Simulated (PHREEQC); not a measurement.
A solution holds 0.96 mol/kgw NaHSO4 and 0.00021 mol/kgw NaHCO3, at 25 °C. Closed to the air; pH follows from the charge balance.

Model: ion-association model, wateq4f.dat, run in PHREEQC.

This is a speciation only: nothing precipitates in the calculation.

Order these S species by the share of S that they hold, largest first: NaSO4-, HSO4-, SO4-2.

HSO4- (72 %), SO4-2 (17 %), NaSO4- (11 %)

The pH is 0.71 and the ionic strength 1.28 mol/kgw. Ionic strength above about 0.7 mol/kgw puts this run outside the model's range.
